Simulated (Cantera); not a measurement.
## Low-pressure radical oxidation in H2/O2

An isothermal, constant-pressure homogeneous reactor starts with 14.2 % H2, 85.8 % O2, at 1350 K and 240 Pa.

Computed with Cantera and GRI-Mech 3.0 (53 species, 325 reactions). Radical loss at walls, strong at low pressure, is not modelled. The temperature is held fixed by assumption; the heat of reaction is taken as removed at once.

| t (s) | x H2 | x O2 | x O | x OH | x H2O2 | x HO2 | x H |
|---|---|---|---|---|---|---|---|
| 0.000200 | 0.142 | 0.858 | 2.26e-8 | 1.92e-8 | 3.31e-11 | 4.98e-8 | 4.11e-8 |
| 0.000457 | 0.142 | 0.858 | 1.13e-7 | 8.88e-8 | 1.71e-10 | 1.14e-7 | 1.36e-7 |
| 0.00104 | 0.142 | 0.858 | 1.24e-6 | 9.36e-7 | 8.71e-10 | 2.59e-7 | 1.28e-6 |
| 0.00238 | 0.141 | 0.858 | 0.000163 | 0.000123 | 4.21e-9 | 5.75e-7 | 0.000165 |
| 0.00543 | 0.00974 | 0.766 | 0.0658 | 0.0146 | 4.21e-8 | 8.98e-7 | 0.0389 |
| 0.0124 | 0.00538 | 0.760 | 0.0750 | 0.0121 | 3.13e-8 | 8.80e-7 | 0.0356 |
| 0.0283 | 0.00530 | 0.761 | 0.0735 | 0.0120 | 3.14e-8 | 8.82e-7 | 0.0346 |
| 0.0646 | 0.00513 | 0.765 | 0.0702 | 0.0119 | 3.19e-8 | 8.86e-7 | 0.0324 |
| 0.147 | 0.00473 | 0.774 | 0.0633 | 0.0115 | 3.26e-8 | 8.93e-7 | 0.0279 |
| 0.336 | 0.00388 | 0.789 | 0.0500 | 0.0105 | 3.36e-8 | 8.93e-7 | 0.0198 |
| 0.768 | 0.00244 | 0.813 | 0.0298 | 0.00844 | 3.28e-8 | 8.40e-7 | 0.00923 |
| 1.75 | 0.000957 | 0.834 | 0.0113 | 0.00535 | 2.59e-8 | 6.30e-7 | 0.00215 |
| 4.00 | 0.000238 | 0.844 | 0.00276 | 0.00268 | 1.47e-8 | 3.09e-7 | 0.000262 |
x: mole fraction; the columns are a selection and need not sum to one.

Equilibrium at this temperature and pressure: H2 6.93e-7, O2 0.848, O 7.98e-6, OH 0.000145, H2O2 5.45e-10, HO2 4.60e-8, H 4.08e-8 (gas phase only).
